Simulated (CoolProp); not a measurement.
A single-stage vapour-compression cycle with the fluid: evaporating at 225.15 K (dew point), condensing at 283.15 K (bubble point), superheat 8 K, subcooling 2 K, compressor efficiency 0.9, no pressure losses. The same conditions are run with several fluids, on thermodynamics alone (safety and materials aside).

Computed with CoolProp (reference Helmholtz-energy equation of state of each fluid (dimethyl ether: Wu 2011; CH2F2 (R32): Tillner-Roth 1997; R115: Lemmon 2016; propane: Lemmon 2009; ammonia: Gao 2020; carbonyl sulfide: Lemmon 2006)).

| fluid | cooling COP | pressure ratio | discharge temperature (K) | refrigerating effect (kJ/kg) | volumetric capacity (kJ/m³) |
|---|---|---|---|---|---|
| dimethyl ether | 2.85 | 11.4 | 333.0 | 374 | 295 |
| CH2F2 (R32) | 2.66 | 9.10 | 372.7 | 291 | 990 |
| R115 | 2.53 | 8.88 | 289.5 | 78.9 | 435 |
| propane | 2.77 | 8.21 | 313.8 | 310 | 562 |
| ammonia | 2.64 | 13.4 | 440.8 | 1180 | 480 |
| carbonyl sulfide | 2.76 | 7.74 | 368.5 | 243 | 867 |
